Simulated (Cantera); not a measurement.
A perfectly stirred reactor is fed with H₂ : O₂ = 0.26 : 1 (molar parts), equivalence ratio 0.13, at 2.78 Torr; it is held at 1348 K, and followed from long to short residence time.

Cantera simulation using the H2/O2 subset of GRI-Mech 3.0, which has no nitrogen chemistry; the numbers are that mechanism's predictions, not measurements. Radical loss at walls, strong at low pressure, is not modelled. The temperature is held fixed by assumption; the heat of reaction is taken as removed at once.

Question: Predict: x(H₂) at τ = 13.0 s; x(O₂) at τ = 13.0 s; x(O) at τ = 13.0 s; x(H) at τ = 13.0 s; x(H₂O) at τ = 13.0 s; x(H₂) at τ = 66.0 ms; x(O₂) at τ = 66.0 ms; x(O) at τ = 66.0 ms; x(H) at τ = 66.0 ms; x(H₂O) at τ = 66.0 ms.

Answer: 
```json
{
  "x(H₂) at τ = 13.0 s": "0.000691",
  "x(O₂) at τ = 13.0 s": "0.764",
  "x(O) at τ = 13.0 s": "0.00461",
  "x(H) at τ = 13.0 s": "0.000769",
  "x(H₂O) at τ = 13.0 s": "0.226",
  "x(H₂) at τ = 66.0 ms": "0.00972",
  "x(O₂) at τ = 66.0 ms": "0.686",
  "x(O) at τ = 66.0 ms": "0.0715",
  "x(H) at τ = 66.0 ms": "0.0468",
  "x(H₂O) at τ = 66.0 ms": "0.171"
}
```
